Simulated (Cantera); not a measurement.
A closed system holds: 1 mol FeS, 1.2 mol SO₂, 42 mol N₂, held at 1625 °C and 0.0380 bar.

Equilibrium computed with Cantera from the NASA thermochemical tables; the gas is ideal and each condensed phase is pure. The tables' stoichiometric FeO is somewhat more stable than real wüstite, so its field is too wide. FeO: taken at fixed stoichiometry. Kinetics and transport are ignored.

```
species        before     after
-----------  --------  --------
N₂              0.963     0.966
S₂             0.0148    0.0167
SO₂            0.0136    0.0151
SO            0.00608   0.00182
Fe            0.00135   1.00e-5
FeO           2.04e-5   1.40e-7
S            0.000982  0.000103
S₂O          0.000102  0.000123
FeO(l), mol     0.940         0
FeO(s), mol         0     1.000
```
Gas species are given as mole fractions.

Question: Name the change that produced these shifts.
A) temperature from 1625 °C to 700 °C
B) pressure from 0.0380 bar to 0.0250 bar
C) pressure from 0.0380 bar to 0.0133 bar
D) temperature from 1625 °C to 1352 °C

Answer: D, temperature from 1625 °C to 1352 °C
